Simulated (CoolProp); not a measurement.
R115 at 355.34 K and 0.675 MPa is compressed adiabatically to 3.7 MPa with isentropic efficiency 0.7. Each further row changes one setting.

Values from CoolProp's reference Helmholtz-energy equation of state, Lemmon 2016.

| case | work (kJ/kg) | final temperature (K) | final density (kg/m³) |
|---|---|---|---|
| as stated | ___ | ___ | ___ |
| efficiency 1 | ___ | ___ | 226 |
| efficiency 0.65 | ___ | ___ | ___ |

### Question
Some entries are withheld; supply them.

### Answer

- as stated, work (kJ/kg): 42.3
- as stated, final temperature (K): 425.6
- as stated, final density (kg/m³): 209
- efficiency 1, work (kJ/kg): 29.6
- efficiency 1, final temperature (K): 413.2
- efficiency 0.65, work (kJ/kg): 45.5
- efficiency 0.65, final temperature (K): 428.8
- efficiency 0.65, final density (kg/m³): 206
